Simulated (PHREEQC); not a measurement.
1.4 g of hydrous ferric oxide (600 m²/g; 0.2 weak and 0.005 strong sites per Fe, Dzombak-Morel constants, diffuse double layer) in 1 kg of water with 0.001 mol/kgw of an inert sodium salt and 4.8e-05 mol NiCl2, 6.6e-05 mol PbCl2 and 0.00019 mol MgCl2, at 25 °C; the pH is set by adding NaOH or the inert anion's acid. O2 is buffered at 0.21 atm. No CO2 enters from the air. No solid was allowed to form.

Base run: PHREEQC, ion-association model, wateq4f.dat. Each further column changes one thing. The table gives Ni sorbed (%).

```tsv
pH	base	no electrostatic term (-no_edl)	background salt from 0.001 to 0.0001 mol/kgw	oxide from 1.4 to 7 g/kgw	0.01 mol/kgw SrCl2 added
4	0.0	0.0	0.0	0.2	0.0
4.38	0.0	0.1	0.0	0.7	0.1
5.12	0.6	2.6	0.6	11.7	0.8
5.5	2.8	11.4	2.6	37.5	3.1
6.25	29.5	65.9	29.4	93.1	27.6
6.62	60.2	89.6	60.4	98.6	55.3
7.38	97.2	99.3	97.3	100.0	95.2
7.75	99.4	99.8	99.4	100.0	98.7
8.5	100.0	100.0	100.0	100.0	99.8
8.88	100.0	100.0	100.0	100.0	99.9
9.62	100.0	100.0	100.0	100.0	99.9
10	100.0	99.9	100.0	100.0	99.6
```

 In at least one series the solution becomes supersaturated in solids that the run did not let form, among them Ni(OH)2.
